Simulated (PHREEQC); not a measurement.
Model water analysis in mg/kgw, 25 °C, pH 7.45, pe 10.8:

| constituent | mg/kgw |
|---|---|
| Na | 8.46 |
| K | 0.564 |
| Ca | 18 |
| Mg | 1.9 |
| Cl | 23 |
| S(6) as SO4 | 34.4 |
| Alkalinity as HCO3 | 2.07 |
| Zn | 0.921 |

Valence states are taken as typed.

Model: ion-association model, phreeqc.dat, run in PHREEQC.

No solid was allowed to form.

**Question.** Predict the specific conductance, charge-balance error.

**Answer.** specific conductance 174 µS/cm; charge-balance error 2.4 %.

**Question.** In which forms is C present?

**Answer.** HCO3- 92 %, CO2 7.0 % of the C.
